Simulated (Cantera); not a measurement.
Cantera run, input and output.

```python
import numpy as np
import cantera as ct

gas = ct.Solution("gri30.yaml")
gas.TPX = 1125, 100000, {'CH4': 1, 'H2': 0.12, 'O2': 2.06, 'N2': 7.75, 'C2H6': 0.26}
reactor = ct.IdealGasReactor(gas, energy="on", clone=False)
net = ct.ReactorNet([reactor])
net.rtol, net.atol = 1e-08, 1e-16
show = ['CH4', 'H2', 'O2', 'H2O2', 'O', 'N2O']
times = np.geomspace(1e-06, 0.2, 12)

steps = ct.SolutionArray(gas, extra=["t"])
rows = []
print(f"{'t/s':>10s}{'T/K':>9s}{'P/Pa':>11s}" + "".join(f"{s:>11s}" for s in show))
for t in times:
    while net.time < t:
        t_next = net.step()
        steps.append(gas.state, t=t_next)
    rows.append([np.interp(t, steps.t, y) for y in (steps.T, steps.P, *steps(*show).X.T)])
    print(f"{t:10.3e}{rows[-1][0]:9.1f}{rows[-1][1]:11.4g}" + "".join(f"{x:11.3e}" for x in rows[-1][2:]))
rate = np.gradient(steps.T, steps.t)
print("integrator steps:", len(steps.t))
if steps.T.max() > steps.T[0] + 200:
    print(f"time of steepest temperature rise: {steps.t[rate.argmax()]:.4e} s")
gas.TPX = 1125, 100000, {'CH4': 1, 'H2': 0.12, 'O2': 2.06, 'N2': 7.75, 'C2H6': 0.26}
gas.equilibrate("UV")
print(f"equilibrium (UV): T = {gas.T:.1f} K  " + "  ".join(f"{s} {gas[s].X[0]:.3e}" for s in show))
```

Result:

```
       t/s      T/K       P/Pa        CH4         H2         O2       H2O2          O        N2O
 1.000e-06   1125.0      1e+05  8.937e-02  1.072e-02  1.841e-01  3.080e-14  1.733e-12  1.920e-18
 3.033e-06   1125.0      1e+05  8.937e-02  1.072e-02  1.841e-01  2.929e-13  5.517e-12  8.678e-18
 9.201e-06   1125.0      1e+05  8.937e-02  1.072e-02  1.841e-01  3.163e-12  1.547e-11  5.375e-17
 2.791e-05   1125.0      1e+05  8.937e-02  1.072e-02  1.841e-01  4.638e-11  4.513e-11  5.262e-16
 8.465e-05   1125.0      1e+05  8.937e-02  1.072e-02  1.841e-01  9.111e-10  1.241e-10  8.077e-15
 2.568e-04   1125.0      1e+05  8.937e-02  1.072e-02  1.841e-01  1.877e-08  2.973e-10  1.528e-13
 7.789e-04   1125.0      1e+05  8.937e-02  1.072e-02  1.841e-01  3.286e-07  6.587e-10  2.683e-12
 2.363e-03   1125.1      1e+05  8.935e-02  1.073e-02  1.840e-01  5.409e-06  3.496e-09  4.043e-11
 7.166e-03   1183.8  1.058e+05  8.331e-02  1.389e-02  1.746e-01  4.100e-04  5.172e-07  1.433e-09
 2.174e-02   2808.7  2.756e+05  1.024e-12  6.223e-02  1.255e-03  1.210e-07  1.206e-03  2.136e-07
 6.594e-02   2808.7  2.756e+05  1.024e-12  6.223e-02  1.255e-03  1.210e-07  1.206e-03  2.136e-07
 2.000e-01   2808.7  2.756e+05  1.024e-12  6.223e-02  1.255e-03  1.210e-07  1.206e-03  2.136e-07
integrator steps: 2090
time of steepest temperature rise: 7.7067e-03 s
equilibrium (UV): T = 2808.7 K  CH4 1.203e-12  H2 6.223e-02  O2 1.255e-03  H2O2 1.210e-07  O 1.206e-03  N2O 2.136e-07
```

Cantera simulation using GRI-Mech 3.0 (53 species, 325 reactions); the numbers are that mechanism's predictions, not measurements.
